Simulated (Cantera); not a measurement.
Source: NASA polynomial tables (part measured, part estimated), evaluated in Cantera. Values are per mole of reaction as written; species without (g) are pure solids or liquids, kept so even where they would boil at 1 bar. The tables' values for SiF2 are old estimates.

Si + 2 F(g) ⇌ SiF2(g)

```tsv
T (K)	ΔH° (kJ)	ΔS° (J/K)	ΔG° (kJ)	log10 K
1875	-819.0	-137.4	-561.4	15.64
1950	(withheld)	(withheld)	(withheld)	(withheld)
2025	(withheld)	(withheld)	(withheld)	(withheld)
2100	-821.6	-138.7	-530.4	13.19
2175	-822.4	-139.1	-520.0	12.49
```

### Question
What belongs in the gaps?

### Answer

- 1950, ΔH° (kJ): -819.9
- 1950, ΔS° (J/K): -137.8
- 1950, ΔG° (kJ): -551.1
- 1950, log10 K: 14.76
- 2025, ΔH° (kJ): -820.7
- 2025, ΔS° (J/K): -138.3
- 2025, ΔG° (kJ): -540.8
- 2025, log10 K: 13.95
